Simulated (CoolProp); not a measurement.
Vapour-liquid equilibrium of n-hexane (1) + ethylbenzene (2) at 24.15 °C; x and y are mole fractions of (1).

Model: multi-fluid Helmholtz-energy mixture model, Thol 2019 and Zhou 2012; pair parameters Bell 2016, in CoolProp.

| x | bubble pressure (MPa) | y at the bubble point | dew pressure at overall composition x (MPa) | liquid density (mol/L) |
|---|---|---|---|---|
| 0.05 | 0.002626 | 0.558 | ___ | 8.107 |
| 0.15 | 0.005094 | ___ | 0.001423 | ___ |
| 0.25 | 0.007204 | 0.868 | 0.001603 | ___ |
| 0.35 | 0.009057 | 0.906 | 0.001836 | 7.959 |
| 0.45 | 0.01074 | 0.931 | 0.002146 | 7.907 |
| 0.55 | 0.01231 | 0.948 | 0.002583 | 7.855 |
| 0.65 | 0.01383 | 0.962 | 0.003241 | 7.802 |
| 0.75 | 0.01535 | 0.974 | ___ | 7.748 |
| 0.85 | 0.01691 | 0.985 | 0.006544 | 7.692 |
| 0.95 | ___ | 0.995 | 0.01252 | 7.636 |

**Question.** Fill in the missing entries.

**Answer.** 
- 0.05, dew pressure at overall composition x (MPa): 0.001279
- 0.15, y at the bubble point: 0.794
- 0.15, liquid density (mol/L): 8.058
- 0.25, liquid density (mol/L): 8.009
- 0.75, dew pressure at overall composition x (MPa): 0.004344
- 0.95, bubble pressure (MPa): 0.01856

No azeotrope shows between x = 0.05 and 0.95.

The pair parameters rest on a limited set of measurements; away from them the model extrapolates.
